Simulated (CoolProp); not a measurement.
Model: reference Helmholtz-energy equation of state, Lemmon 2013, in CoolProp.

For propylene, give the phase and the density (kg/m³), cp (kJ/(kg K)), cv (kJ/(kg K)), fugacity coefficient at 481.9 K and 3.13 MPa.


- 481.9 K and 3.13 MPa: gas; density 36.3, cp 2.35, cv 2.03, fugacity coefficient 0.909
